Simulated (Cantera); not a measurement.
Input: 1 mol Al, 11 mol HCl, at 0.250 bar.

Method: chemical equilibrium by Gibbs-energy minimisation in Cantera with the NASA 1993 tables (ideal gas, pure condensed phases). Candidate condensed phases: Al, AlCl3; 12 gas species. The tables' values for AlCl2 are old estimates; treat these amounts as uncertain. Equilibrium is a limit: real reactors are often held back by kinetics, nucleation or transport.

x: gas mole fraction; nothing condenses.

```tsv
T (°C)	x HCl	x H2	x AlCl3	x Al2Cl6	x AlCl2	x Cl
227	0.800	0.150	0.00103	0.0495	<1e-12	<1e-12
327	0.795	0.149	…	…	<1e-12	<1e-12
427	0.781	0.146	0.0479	0.0248	<1e-12	<1e-12
527	0.766	0.144	0.0840	0.00589	9.61e-11	1.21e-11
627	0.763	0.143	0.0933	0.00102	3.43e-9	4.60e-10
727	0.762	0.143	0.0948	0.000224	5.52e-8	8.52e-9
827	0.762	0.143	0.0951	6.45e-5	5.27e-7	9.34e-8
927	0.762	0.143	0.0952	2.32e-5	3.42e-6	6.90e-7
1027	0.762	0.143	0.0952	9.85e-6	1.65e-5	3.76e-6
1127	0.762	0.143	0.0952	…	6.36e-5	…
1227	0.762	0.143	0.0950	2.57e-6	0.000203	5.72e-5
```

Question: What belongs in the gaps?

Answer: 
- 327, x AlCl3: 0.0113
- 327, x Al2Cl6: 0.0441
- 1127, x Al2Cl6: 4.78e-6
- 1127, x Cl: 1.61e-5
